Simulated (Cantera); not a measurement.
Input (Python, Cantera) and output of one run.

```python
import numpy as np
import cantera as ct

gas_names = """
    CL CLF CLF3 CL2 F F2 H HCL HF H2 H2F2 H3F3 H4F4 H5F5 H6F6 H7F7 Si SiCL SiCL2 SiCL3 SiCL4 SiF SiF2
    SiF3 SiF4 SiH SiHCL3 SiHF3 SiH2 SiH2CL2 SiH2F2 SiH3 SiH3CL SiH3F SiH4 Si2 Si3
""".split()
cond_names = """
    Si(cr) Si(L)
""".split()


# ... load() reads the species with a 1 bar reference pressure and builds the phases ...
atoms = {
    'Si': {'Si': 1},
    'Cl2': {'CL': 2},
    'H2': {'H': 2},
    'F2': {'F': 2},
}
top_T = {}  # K; cautious upper limits of use, not melting points


# ... equilibrate(T, P, feed) seeds the gas with the atoms and calls Mixture.equilibrate('TP', solver="vcs", rtol=1e-11, max_steps=5000) ...
results = []
T = 675  # K
P = 10000  # Pa
for m in [0.55, 0.65, 0.76, 0.9, 1.1, 1.3, 1.5, 1.8, 2.1, 2.4, 2.9, 3.4, 4]:
    feed = {'Si': 1, 'Cl2': m, 'H2': 0.19, 'F2': 4.1}  # mol
    mix = equilibrate(T, P, feed)
    results.append((T, P, feed, dict(zip(mix.species_names, mix.species_moles))))

top = {s: max(r[3][s] / sum(r[3][g] for g in gas_names) for r in results) for s in gas_names}
cols = sorted((s for s in top if top[s] > 1e-05), key=lambda s: -top[s])[:6]
seen = [c for c in cond_names if any(r[3].get(c, 0) > 1e-12 for r in results)]
print("log10 of partial pressures in bar; condensed amounts in mol")
print(f"{'n(Cl2)':>10s}" + "".join(f"{s[:9]:>10s}" for s in cols + seen))
for T, P, feed, n in results:
    ng = sum(n[g] for g in gas_names)
    print(f"{feed['Cl2']:10.4g}" + "".join(f"{np.log10(max(n[s] / ng * P / 1e5, 1e-99)):10.3f}" for s in cols)
          + "".join(f"{n.get(c, 0):10.4g}" for c in seen))
```

Output:

```
log10 of partial pressures in bar; condensed amounts in mol
    n(Cl2)       CLF        F2       CL2      SiF4        HF      CLF3
      0.55    -1.662    -1.536   -10.084    -1.545    -1.965    -2.017
      0.65    -1.581    -1.601    -9.856    -1.554    -1.975    -2.000
      0.76    -1.505    -1.675    -9.631    -1.566    -1.986    -1.999
       0.9    -1.426    -1.775    -9.373    -1.583    -2.003    -2.020
       1.1    -1.337    -1.931    -9.039    -1.608    -2.029    -2.087
       1.3    -1.269    -2.111    -8.722    -1.635    -2.055    -2.198
       1.5    -1.215    -2.336    -8.389    -1.662    -2.082    -2.369
       1.8    -1.152    -2.979    -7.622    -1.702    -2.122    -2.950
       2.1    -1.150    -8.142    -2.453    -1.732    -2.152    -8.110
       2.4    -1.173    -8.577    -2.065    -1.755    -2.175    -8.569
       2.9    -1.210    -8.919    -1.796    -1.792    -2.212    -8.947
       3.4    -1.243    -9.130    -1.652    -1.825    -2.246    -9.192
         4    -1.281    -9.314    -1.543    -1.863    -2.283    -9.414
```

Cantera equilibrium calculation (NASA polynomials, part measured and part estimated; ideal gas, pure solids and liquids).
